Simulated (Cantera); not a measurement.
An isothermal, constant-pressure homogeneous reactor starts with 50.0 % NO, 50.0 % N2, at 1725 K and 0.0990 bar.

Computed with Cantera and GRI-Mech 3.0 (53 species, 325 reactions).

x: mole fraction; the columns are a selection and need not sum to one.

| t (s) | x NO | x O2 | x N2 | x O | x NO2 | x N2O |
|---|---|---|---|---|---|---|
| 9.00e-6 | 0.500 | 1.87e-12 | 0.500 | ___ | 7.98e-11 | 2.56e-8 |
| 3.31e-5 | 0.500 | 2.50e-11 | 0.500 | ___ | 1.07e-9 | 9.39e-8 |
| 0.000121 | 0.500 | 3.30e-10 | 0.500 | ___ | 1.40e-8 | 3.44e-7 |
| 0.000446 | 0.500 | 4.22e-9 | 0.500 | ___ | 1.74e-7 | 1.26e-6 |
| 0.00164 | 0.500 | 5.28e-8 | 0.500 | ___ | 1.79e-6 | 4.55e-6 |
| 0.00602 | 0.500 | 8.06e-7 | 0.500 | ___ | 1.17e-5 | 1.57e-5 |
| 0.0221 | 0.500 | 1.59e-5 | 0.500 | ___ | 4.17e-5 | 4.60e-5 |
| 0.0813 | 0.499 | 0.000164 | 0.500 | 1.51e-5 | 6.13e-5 | 8.60e-5 |
| 0.299 | 0.498 | 0.000820 | 0.501 | 1.63e-5 | 6.70e-5 | 9.33e-5 |
| 1.10 | 0.493 | 0.00324 | 0.503 | ___ | 8.04e-5 | 9.10e-5 |
| 4.03 | 0.476 | 0.0119 | 0.512 | ___ | 0.000115 | 8.34e-5 |
| 14.8 | 0.418 | 0.0409 | 0.541 | ___ | 0.000172 | 6.23e-5 |
| 54.4 | 0.272 | 0.114 | 0.614 | ___ | 0.000185 | 2.53e-5 |
| 200 | 0.0874 | 0.206 | 0.706 | ___ | 8.03e-5 | 2.56e-6 |

Problem. Some entries are withheld; supply them.

Solution. 
- 9.00e-6, x O: 2.55e-8
- 3.31e-5, x O: 9.29e-8
- 0.000121, x O: 3.32e-7
- 0.000446, x O: 1.10e-6
- 0.00164, x O: 2.96e-6
- 0.00602, x O: 5.92e-6
- 0.0221, x O: 1.14e-5
- 1.10, x O: 1.89e-5
- 4.03, x O: 2.59e-5
- 14.8, x O: 4.10e-5
- 54.4, x O: 6.43e-5
- 200, x O: 8.47e-5
